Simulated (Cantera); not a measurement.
## Ammonia decomposition in nitride growth gas

An isothermal, constant-pressure homogeneous reactor starts with 37.0 % NH3, 63.0 % H2, at 2323 K and 0.0938 atm.

Model: the gas-phase N/H chemistry of the illustrative SiF4/NH3 mechanism in the Surface Chemkin manual (1991), integrated in Cantera. Walls and surfaces, which speed up NH3 decomposition in real reactors, are not modelled.

```tsv
t (s)	x NH3	x H2	x N2	x NH	x H	x N
0.000300	0.366	0.630	0.000588	7.51e-5	0.00117	5.49e-6
0.000773	0.356	0.636	0.00405	9.43e-5	0.00135	7.82e-6
0.00199	0.331	0.652	0.0130	9.27e-5	0.00141	7.92e-6
0.00514	0.277	0.686	0.0329	8.83e-5	0.00157	8.11e-6
0.0132	0.180	0.748	0.0687	7.80e-5	0.00197	8.46e-6
0.0341	0.0637	0.821	0.111	5.73e-5	0.00305	9.06e-6
0.0879	0.00255	0.854	0.133	2.33e-5	0.00995	1.18e-5
0.227	7.13e-6	0.836	0.133	6.82e-7	0.0314	1.12e-6
0.584	1.17e-6	0.835	0.133	1.21e-7	0.0325	2.06e-7
1.51	4.58e-7	0.835	0.133	4.71e-8	0.0325	8.05e-8
3.88	3.40e-7	0.835	0.133	3.50e-8	0.0325	5.97e-8
10.0	3.36e-7	0.835	0.133	3.46e-8	0.0325	5.90e-8
```
x: mole fraction; the columns are a selection and need not sum to one.

Equilibrium at this temperature and pressure: NH3 3.36e-7, H2 0.835, N2 0.133, NH 3.46e-8, H 0.0325, N 5.90e-8 (gas phase only).
